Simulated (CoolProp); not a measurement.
R13 along the isotherm 310.1 K: density (kg/m³) from the reference equation and from simpler models built on Tc = 303.0 K, pc = 3.973 MPa, ω = 0.175; each cubic takes its own stable root.

The numbers come from the reference Helmholtz-energy equation of state, Platzer 1990 in CoolProp. This equation is an older, rougher fit; its heat capacities, sound speeds and derivatives of the liquid may be far off and weren't checked against measurements.

```csv
p (MPa),phase,reference,ideal gas,Redlich-Kwong
0.0314,gas,1.275,1.272,1.275
0.0645,gas,2.627,2.613,2.627
0.132,gas,5.405,5.348,5.406
0.272,gas,11.27,11.02,11.27
0.559,gas,23.73,22.65,23.74
1.15,gas,51.63,46.59,51.66
2.36,gas,122.8,95.61,122.5
4.84,supercritical,702.2,196.1,637.9
9.93,supercritical,1026,402.3,958.9
```
